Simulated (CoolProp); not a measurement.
Saturated liquid density (kg/m³) of carbonyl sulfide: the reference equation beside estimates from Tc = 105.6 °C, pc = 6369 kPa, ω = 0.098.

Computed with CoolProp (reference Helmholtz-energy equation of state, Lemmon 2006). It is a short technical equation, of lower accuracy than the large ones.

```json
[
 {"T (°C)": "-3.85", "reference": "?", "Redlich-Kwong": "993.4", "Peng-Robinson": "1136"},
 {"T (°C)": "-0.45", "reference": "1059", "Redlich-Kwong": "983.5", "Peng-Robinson": "1125"},
 {"T (°C)": "2.95", "reference": "1051", "Redlich-Kwong": "973.3", "Peng-Robinson": "?"},
 {"T (°C)": "6.25", "reference": "1042", "Redlich-Kwong": "963.3", "Peng-Robinson": "1104"},
 {"T (°C)": "9.65", "reference": "1033", "Redlich-Kwong": "952.7", "Peng-Robinson": "1092"},
 {"T (°C)": "13.05", "reference": "1024", "Redlich-Kwong": "941.9", "Peng-Robinson": "1081"},
 {"T (°C)": "16.45", "reference": "1015", "Redlich-Kwong": "930.8", "Peng-Robinson": "1069"},
 {"T (°C)": "19.75", "reference": "?", "Redlich-Kwong": "?", "Peng-Robinson": "1057"},
 {"T (°C)": "23.15", "reference": "995.7", "Redlich-Kwong": "?", "Peng-Robinson": "1044"},
 {"T (°C)": "26.55", "reference": "?", "Redlich-Kwong": "?", "Peng-Robinson": "1031"}
]
```

Question: Fill in the missing entries.

Answer: 
- -3.85, reference: 1068
- 2.95, Peng-Robinson: 1115
- 19.75, reference: 1005
- 19.75, Redlich-Kwong: 919.9
- 23.15, Redlich-Kwong: 908.4
- 26.55, reference: 985.8
- 26.55, Redlich-Kwong: 896.6

Absolute difference from the reference over all 10 rows, mean and median: Redlich-Kwong 7.9 and 7.9 %, Peng-Robinson 5.6 and 5.6 %.
